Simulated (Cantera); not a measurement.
A Cantera script and its output.

```python
import numpy as np
import cantera as ct

gas = ct.Solution("gri30.yaml", transport_model="mixture-averaged")
show = ['H2O', 'H', 'C2H2']

rows = []
print(f"{'T/K':>7s}{'rho':>11s}{'cp':>10s}{'mu':>11s}{'lambda':>11s}{'Pr':>7s}" + "".join(f"{'D_' + s:>11s}" for s in show))
for T in [400, 650, 900, 1150, 1400, 1650, 1900, 2150, 2400]:
    gas.TPX = T, 400000, {'CO2': 0.98}
    Pr = gas.cp_mass * gas.viscosity / gas.thermal_conductivity
    D = [gas.mix_diff_coeffs_mole[gas.species_index(s)] for s in show]
    rows.append([gas.density, gas.cp_mass, gas.viscosity, gas.thermal_conductivity, Pr, *D])
    print(f"{T:7g}{gas.density:11.4e}{gas.cp_mass:10.1f}{gas.viscosity:11.4e}"
          f"{gas.thermal_conductivity:11.4e}{Pr:7.3f}" + "".join(f"{d:11.4e}" for d in D))
print("SI units: kg/m3, J/kg/K, Pa s, W/m/K, m2/s")
```

Output:

```
    T/K        rho        cp         mu     lambda     Pr      D_H2O        D_H     D_C2H2
    400 5.2931e+00     937.9 1.9751e-05 2.5328e-02  0.731 7.2482e-06 4.2661e-05 5.3665e-06
    650 3.2573e+00    1102.7 2.9694e-05 4.4799e-02  0.731 1.8656e-05 1.0155e-04 1.2985e-05
    900 2.3525e+00    1203.7 3.7985e-05 6.2581e-02  0.731 3.4179e-05 1.7823e-04 2.2966e-05
   1150 1.8411e+00    1269.3 4.5250e-05 7.8650e-02  0.730 5.3178e-05 2.7039e-04 3.4988e-05
   1400 1.5123e+00    1313.3 5.1817e-05 9.3301e-02  0.729 7.5249e-05 3.7661e-04 4.8851e-05
   1650 1.2832e+00    1343.8 5.7882e-05 1.0680e-01  0.728 1.0012e-04 4.9590e-04 6.4421e-05
   1900 1.1143e+00    1364.9 6.3568e-05 1.1938e-01  0.727 1.2760e-04 6.2753e-04 8.1599e-05
   2150 9.8476e-01    1380.0 6.8959e-05 1.3118e-01  0.725 1.5756e-04 7.7093e-04 1.0031e-04
   2400 8.8218e-01    1391.5 7.4117e-05 1.4235e-01  0.724 1.8990e-04 9.2565e-04 1.2050e-04
SI units: kg/m3, J/kg/K, Pa s, W/m/K, m2/s
```

Model: GRI-Mech 3.0 (53 species, 325 reactions), integrated in Cantera.
